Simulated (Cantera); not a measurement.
Input (Python, Cantera) and output of one run.

```python
import numpy as np
import cantera as ct

gas_names = [...]  # 110 gases of nasa_gas.yaml made of C, H, O
cond_names = """
    C(gr) C6H6(L) C7H8(L) C8H18(L),n-octa H2O(s) H2O(L)
""".split()


# ... load() reads the species with a 1 bar reference pressure and builds the phases ...
atoms = {
    'toluene': {'C': 7, 'H': 8},
    'O2': {'O': 2},
    'H2': {'H': 2},
}
top_T = {'C(gr)': 4500}  # K; cautious upper limits of use, not melting points


# ... equilibrate(T, P, feed) seeds the gas with the atoms and calls Mixture.equilibrate('TP', solver="vcs", rtol=1e-11, max_steps=5000) ...
results = []
feed = {'toluene': 1, 'O2': 0.074, 'H2': 8}  # mol
P = 13332.2  # Pa
for T in [873, 1073, 1273, 1473, 1673, 1873, 2073, 2273, 2473, 2673, 2873]:
    mix = equilibrate(T, P, feed)
    results.append((T, P, feed, dict(zip(mix.species_names, mix.species_moles))))

top = {s: max(r[3][s] / sum(r[3][g] for g in gas_names) for r in results) for s in gas_names}
cols = sorted((s for s in top if top[s] > 0.0001), key=lambda s: -top[s])[:7]
seen = [c for c in cond_names if any(r[3].get(c, 0) > 1e-12 for r in results)]
print("log10 of partial pressures in bar; condensed amounts in mol")
print(f"{'T/K':>10s}" + "".join(f"{s[:9]:>10s}" for s in cols + seen))
for T, P, feed, n in results:
    ng = sum(n[g] for g in gas_names)
    print(f"{T:10.4g}" + "".join(f"{np.log10(max(n[s] / ng * P / 1e5, 1e-99)):10.3f}" for s in cols)
          + "".join(f"{n.get(c, 0):10.4g}" for c in seen))
```

Result:

```
log10 of partial pressures in bar; condensed amounts in mol
       T/K        H2         H       CH4 C2H2,acet        CO       H2O       C2H     C(gr)
       873    -0.904   -10.782    -2.157   -11.559    -2.957    -3.233   -27.109     6.302
      1073    -0.883    -8.295    -3.104    -9.027    -2.794    -4.563   -20.787     6.783
      1273    -0.881    -6.587    -3.789    -7.311    -2.789    -5.595   -16.465     6.837
      1473    -0.881    -5.338    -4.293    -6.067    -2.789    -6.349   -13.324     6.847
      1673    -0.881    -4.384    -4.677    -5.125    -2.789    -6.920   -10.938     6.849
      1873    -0.881    -3.631    -4.978    -4.387    -2.790    -7.367    -9.065     6.844
      2073    -0.884    -3.022    -5.221    -3.796    -2.791    -7.728    -7.558     6.822
      2273    -0.892    -2.522    -5.430    -3.316    -2.794    -8.030    -6.321     6.762
      2473    -0.911    -2.107    -5.627    -2.927    -2.802    -8.298    -5.292     6.626
      2673    -0.950    -1.765    -5.837    -2.620    -2.818    -8.556    -4.431     6.366
      2873    -1.022    -1.489    -6.091    -2.395    -2.846    -8.828    -3.710     5.915
```

Equilibrium computed with Cantera from the NASA thermochemical tables; the gas is ideal and each condensed phase is pure.
